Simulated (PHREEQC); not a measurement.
## Polishing slurry liquid: speciation

Dissolve 0.15 mol/kgw KOH, 0.0072 mol/kgw K2SO4 and 0.95 mol/kgw KH2PO4 at 25 °C. Closed to the air; pH follows from the charge balance.

All values are PHREEQC results (ion-association model, phreeqc.dat), not measurements.

No solid was allowed to form.

Task: Predict the pH, density.

Result: pH 5.76; density 1.087 g/cm³.

Task: In which forms is P present?

Result: H2PO4- 84 %, HPO4-2 12 %, KHPO4- 3.7 % of the P.

Ionic strength above about 0.7 mol/kgw puts this run outside the model's range.
